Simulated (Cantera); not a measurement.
## Boron, boron nitride and boron oxide: borazine + H₂O + N₂

Feed: 1 mol borazine, 1.2 mol H₂O, 4.7 mol N₂, at 10.0 mbar.

Equilibrium computed with Cantera from the NASA thermochemical tables; the gas is ideal and each condensed phase is pure. Candidate condensed phases: B, BN, B₂O₃, B₃O₃H₃, H₂O; 39 gas species. The feed counts by its element totals alone. Mutual solubility and eutectic melting of coexisting phases are not modelled. Kinetics and transport are ignored.

| T (K) | x N₂ | x H₂ | x B₂O₃ | x HBO | x HBO₂ | x B₂O₂ | x H₂O | x H | n BN(s) | n B₂O₃(l) |
|---|---|---|---|---|---|---|---|---|---|---|
| 1373 | 0.548 | 0.450 | 0.000125 | 0.000286 | 0.00180 | 1.97e-6 | 0.000653 | 2.23e-5 | 2.21 | 0.385 |
| 1398 | 0.547 | 0.449 | 0.000229 | 0.000448 | 0.00232 | 4.48e-6 | 0.000645 | 3.17e-5 | 2.21 | 0.380 |
| 1423 | 0.547 | 0.448 | 0.000410 | 0.000691 | 0.00297 | 9.89e-6 | 0.000636 | 4.45e-5 | 2.21 | 0.374 |
| 1448 | 0.546 | 0.447 | 0.000719 | 0.00105 | 0.00377 | 2.12e-5 | 0.000628 | 6.17e-5 | 2.21 | 0.365 |
| 1473 | 0.546 | 0.446 | 0.00124 | 0.00157 | 0.00473 | 4.43e-5 | 0.000619 | 8.45e-5 | 2.21 | 0.352 |
| 1498 | 0.545 | 0.444 | 0.00208 | 0.00231 | 0.00588 | 9.02e-5 | 0.000609 | 0.000115 | 2.21 | 0.334 |
| 1523 | 0.543 | 0.442 | 0.00345 | 0.00336 | 0.00725 | 0.000179 | 0.000599 | 0.000154 | 2.21 | 0.309 |
| 1548 | 0.541 | 0.439 | 0.00561 | 0.00482 | 0.00886 | 0.000349 | 0.000587 | 0.000204 | 2.21 | 0.272 |
| 1573 | 0.538 | 0.434 | 0.00898 | 0.00683 | 0.0107 | 0.000663 | 0.000574 | 0.000268 | 2.21 | 0.219 |
| 1598 | 0.533 | 0.428 | 0.0141 | 0.00954 | 0.0129 | 0.00124 | 0.000558 | 0.000348 | 2.21 | 0.142 |
| 1623 | 0.527 | 0.419 | 0.0220 | 0.0132 | 0.0153 | 0.00227 | 0.000539 | 0.000447 | 2.19 | 0.0286 |
| 1648 | 0.525 | 0.416 | 0.0237 | 0.0161 | 0.0144 | 0.00321 | 0.000470 | 0.000574 | 2.18 | 0 |
x: gas mole fraction; n: condensed amount in mol.

From 1373 K to 1623 K the condensed part is BN(s) + B₂O₃(l). At 1648 K the condensed part is BN(s). The main B-bearing gas is HBO₂ at 1373 K and B₂O₃ at 1648 K. The share of B in condensed phases is highest at 1373 K (99.3 %) and lowest at 1648 K (72.5 %).
